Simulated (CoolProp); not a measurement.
The fluid at 258.31 K and 1.05 MPa is compressed adiabatically to 6.52 MPa with isentropic efficiency 1. The same conditions are run with several fluids, on thermodynamics alone (safety and materials aside).

The numbers come from the reference Helmholtz-energy equation of state of each fluid (normal hydrogen: Leachman 2009; oxygen: Schmidt 1985; ethylene: Smukala 2000; dry air: Lemmon 2000; nitrous oxide: Lemmon 2006) in CoolProp. Blends and air are pseudo-pure fits.

```tsv
fluid	work (kJ/kg)	final temperature (K)	final phase	final density (kg/m³)
normal hydrogen	2600	(withheld)	supercritical	(withheld)
oxygen	160	434.3	supercritical	(withheld)
ethylene	(withheld)	(withheld)	supercritical	(withheld)
dry air	179	437.4	supercritical	50.9
nitrous oxide	97.4	(withheld)	gas	102
```

Question: Some entries are withheld; supply them.

Answer: 
- normal hydrogen, final temperature (K): 436.4
- normal hydrogen, final density (kg/m³): 3.52
- oxygen, final density (kg/m³): 57.4
- ethylene, work (kJ/kg): 148
- ethylene, final temperature (K): 380.7
- ethylene, final density (kg/m³): 69.4
- nitrous oxide, final temperature (K): 393.9

Above 300 K oxygen's equation is extrapolated.
